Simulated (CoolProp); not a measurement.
Values from CoolProp's reference Helmholtz-energy equation of state, Zhou 2011.

**Question.** Give the vapour pressure (MPa), liquid density (kg/m³), enthalpy of vaporisation (kJ/kg), liquid cp (kJ/(kg K)) of saturated dimethyl carbonate at 114.95 °C.

**Answer.** 
| T (°C) | p (MPa) | liquid density (kg/m³) | enthalpy of vaporisation (kJ/kg) | liquid cp (kJ/(kg K)) |
|---|---|---|---|---|
| 114.95 | 0.211 | 938 | 358 | 2.02 |
